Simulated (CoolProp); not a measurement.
Vapour-liquid equilibrium of diethyl ether (1) + acetone (2) at 306 kPa; x and y are mole fractions of (1).

Values from CoolProp's multi-fluid Helmholtz-energy mixture model, Thol 2014 and Lemmon 2006; pair parameters Bell 2016.

```json
[
 {"x": "0.05", "bubble temperature, mixture model (K)": "…", "bubble temperature, Raoult's law (K)": "364.2", "y, mixture model": "0.108", "y, Raoult's law": "0.087"},
 {"x": "0.15", "bubble temperature, mixture model (K)": "…", "bubble temperature, Raoult's law (K)": "361.4", "y, mixture model": "0.288", "y, Raoult's law": "0.243"},
 {"x": "0.25", "bubble temperature, mixture model (K)": "354.4", "bubble temperature, Raoult's law (K)": "358.8", "y, mixture model": "0.428", "y, Raoult's law": "0.379"},
 {"x": "0.35", "bubble temperature, mixture model (K)": "351.2", "bubble temperature, Raoult's law (K)": "356.3", "y, mixture model": "…", "y, Raoult's law": "0.499"},
 {"x": "0.45", "bubble temperature, mixture model (K)": "348.7", "bubble temperature, Raoult's law (K)": "353.9", "y, mixture model": "…", "y, Raoult's law": "0.604"},
 {"x": "0.55", "bubble temperature, mixture model (K)": "346.8", "bubble temperature, Raoult's law (K)": "351.7", "y, mixture model": "…", "y, Raoult's law": "0.696"},
 {"x": "0.65", "bubble temperature, mixture model (K)": "345.3", "bubble temperature, Raoult's law (K)": "349.6", "y, mixture model": "0.753", "y, Raoult's law": "0.778"},
 {"x": "0.75", "bubble temperature, mixture model (K)": "344.2", "bubble temperature, Raoult's law (K)": "347.5", "y, mixture model": "0.812", "y, Raoult's law": "0.851"},
 {"x": "0.85", "bubble temperature, mixture model (K)": "…", "bubble temperature, Raoult's law (K)": "345.6", "y, mixture model": "…", "y, Raoult's law": "0.916"},
 {"x": "0.95", "bubble temperature, mixture model (K)": "342.9", "bubble temperature, Raoult's law (K)": "343.8", "y, mixture model": "0.952", "y, Raoult's law": "0.973"}
]
```

Task: Fill in the missing entries.

Result: 
- 0.05, bubble temperature, mixture model (K): 363.1
- 0.15, bubble temperature, mixture model (K): 358.4
- 0.35, y, mixture model: 0.536
- 0.45, y, mixture model: 0.621
- 0.55, y, mixture model: 0.691
- 0.85, bubble temperature, mixture model (K): 343.3
- 0.85, y, mixture model: 0.875

The largest gap from Raoult's law is -5.2 K in bubble temperature, at x = 0.45. No azeotrope shows between x = 0.05 and 0.95.

The pair parameters rest on a limited set of measurements; away from them the model extrapolates.
